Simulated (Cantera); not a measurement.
# Catalytic stagnation flow on Pt

A jet of 2.95 % CH4, 7.48 % O2, 89.6 % N2 at 300 K and 248 Torr hits a platinum plate 8 cm away at a mass flux of 0.023 kg/m²/s; the plate temperature is set and raised in steps from an oxygen-covered start.

Detailed kinetics in Cantera: Deutschmann's 1995 Pt surface mechanism with GRI-Mech 3.0 gas chemistry. Catalytic surfaces can have several steady states; this one follows from the mechanism file's or the stated starting coverage.

| plate T (K) | wall x CH4 | wall x O2 | wall x H2O | wall x OH | wall x CO | wall x CO2 | θ free Pt | θ O* | θ OH* |
|---|---|---|---|---|---|---|---|---|---|
| 950 | 0.00312 | 0.0191 | 0.0490 | 6.23e-8 | 1.75e-6 | 0.0321 | 0.290 | 0.707 | 0.00312 |
| 1000 | 0.00196 | 0.0167 | 0.0511 | 1.55e-7 | 1.50e-6 | 0.0335 | 0.367 | 0.630 | 0.00281 |
| 1050 | 0.00135 | 0.0155 | 0.0521 | 3.54e-7 | 1.40e-6 | 0.0342 | 0.440 | 0.557 | 0.00247 |
| 1100 | 0.00100 | 0.0148 | 0.0526 | 7.44e-7 | 1.38e-6 | 0.0345 | 0.510 | 0.488 | 0.00215 |
| 1150 | 0.000783 | 0.0145 | 0.0528 | 1.46e-6 | 1.43e-6 | 0.0347 | 0.575 | 0.423 | 0.00185 |
| 1200 | 0.000635 | 0.0144 | 0.0529 | 2.67e-6 | 1.57e-6 | 0.0347 | 0.635 | 0.363 | 0.00159 |
| 1250 | 0.000519 | 0.0145 | 0.0529 | 4.65e-6 | 1.85e-6 | 0.0345 | 0.689 | 0.309 | 0.00135 |
x: mole fraction at the wall; θ: surface coverage.
